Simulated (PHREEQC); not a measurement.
Solution (25 °C): 4.4 mmol/kgw CaSO4, 0.22 mmol/kgw CO2 and 2.3 mmol/kgw KCl. Closed to the air; pH follows from the charge balance.

Equilibrium calculation in PHREEQC: Pitzer model, pitzer.dat.

The ionic strength comes out as 0.0199 mol/kgw. What activity coefficients do HCO3-, HSO4-, K+, Ca+2, SO4-2 get?

HCO3- 0.88, HSO4- 0.88, K+ 0.87, Ca+2 0.50, SO4-2 0.48. Single-ion values are on the MacInnes scale.

Precipitation was switched off in this run.
